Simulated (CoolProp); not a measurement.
Vapour-liquid equilibrium of ethanol (1) + dimethyl carbonate (2) at 0.0302 MPa; x and y are mole fractions of (1).

Computed with CoolProp (multi-fluid Helmholtz-energy mixture model, Schroeder 2014 and Zhou 2011; pair parameters Bell 2016).

```json
[
 {"x": "0.05", "bubble temperature, mixture model (°C)": "53.0", "bubble temperature, Raoult's law (°C)": "55.9", "y, mixture model": "0.166", "y, Raoult's law": "0.064"},
 {"x": "0.15", "bubble temperature, mixture model (°C)": "49.2", "bubble temperature, Raoult's law (°C)": "55.2", "y, mixture model": "0.349", "y, Raoult's law": "0.187"},
 {"x": "0.25", "bubble temperature, mixture model (°C)": "47.2", "bubble temperature, Raoult's law (°C)": "54.6", "y, mixture model": "0.446", "y, Raoult's law": "0.302"},
 {"x": "0.35", "bubble temperature, mixture model (°C)": "46.2", "bubble temperature, Raoult's law (°C)": "53.9", "y, mixture model": "0.505", "y, Raoult's law": "0.410"},
 {"x": "0.45", "bubble temperature, mixture model (°C)": "45.8", "bubble temperature, Raoult's law (°C)": "53.3", "y, mixture model": "0.546", "y, Raoult's law": "0.513"},
 {"x": "0.55", "bubble temperature, mixture model (°C)": "45.6", "bubble temperature, Raoult's law (°C)": "52.8", "y, mixture model": "0.579", "y, Raoult's law": "0.611"},
 {"x": "0.65", "bubble temperature, mixture model (°C)": "45.6", "bubble temperature, Raoult's law (°C)": "52.2", "y, mixture model": "0.614", "y, Raoult's law": "0.704"},
 {"x": "0.75", "bubble temperature, mixture model (°C)": "45.9", "bubble temperature, Raoult's law (°C)": "51.7", "y, mixture model": "0.659", "y, Raoult's law": "0.793"},
 {"x": "0.85", "bubble temperature, mixture model (°C)": "46.7", "bubble temperature, Raoult's law (°C)": "51.2", "y, mixture model": "0.732", "y, Raoult's law": "0.878"},
 {"x": "0.95", "bubble temperature, mixture model (°C)": "48.7", "bubble temperature, Raoult's law (°C)": "50.8", "y, mixture model": "0.873", "y, Raoult's law": "0.960"}
]
```

The largest gap from Raoult's law is -7.7 K in bubble temperature, at x = 0.35. y crosses x between x = 0.55 and 0.65: the model has an azeotrope there.

The pair parameters rest on a limited set of measurements; away from them the model extrapolates.
